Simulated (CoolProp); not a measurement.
Properties of carbon monoxide at several states (Tc = 132.9 K, pc = 3498 kPa, ω = 0.050).

Values from CoolProp's reference Helmholtz-energy equation of state, Lemmon 2006. It is a short technical equation, of lower accuracy than the large ones.

```json
[
 {"T (K)": "487", "p (kPa)": "17200", "phase": "supercritical", "Z": "1.080", "speed of sound (m/s)": "499.8", "Joule-Thomson coefficient (K/MPa)": "0.1363", "isothermal compressibility (1/MPa)": "0.05317", "expansivity (1/kK)": "2.089", "fugacity coefficient": "1.075"},
 {"T (K)": "361.2", "p (kPa)": "99.5", "phase": "gas", "Z": "1.000", "speed of sound (m/s)": "387.3", "Joule-Thomson coefficient (K/MPa)": "1.660", "isothermal compressibility (1/MPa)": "10.05", "expansivity (1/kK)": "2.773", "fugacity coefficient": "1.000"},
 {"T (K)": "331.1", "p (kPa)": "16000", "phase": "supercritical", "Z": "1.040", "speed of sound (m/s)": "421.7", "Joule-Thomson coefficient (K/MPa)": "0.8931", "isothermal compressibility (1/MPa)": "0.05735", "expansivity (1/kK)": "3.543", "fugacity coefficient": "1.015"},
 {"T (K)": "498.1", "p (kPa)": "329", "phase": "gas", "Z": "1.001", "speed of sound (m/s)": "453.8", "Joule-Thomson coefficient (K/MPa)": "0.5637", "isothermal compressibility (1/MPa)": "3.036", "expansivity (1/kK)": "2.010", "fugacity coefficient": "1.001"},
 {"T (K)": "135.3", "p (kPa)": "33.9", "phase": "gas", "Z": "0.9969", "speed of sound (m/s)": "236.7", "Joule-Thomson coefficient (K/MPa)": "10.26", "isothermal compressibility (1/MPa)": "29.59", "expansivity (1/kK)": "7.458", "fugacity coefficient": "0.9969"},
 {"T (K)": "394.9", "p (kPa)": "270", "phase": "gas", "Z": "1.001", "speed of sound (m/s)": "405.1", "Joule-Thomson coefficient (K/MPa)": "1.301", "isothermal compressibility (1/MPa)": "3.702", "expansivity (1/kK)": "2.540", "fugacity coefficient": "1.001"}
]
```
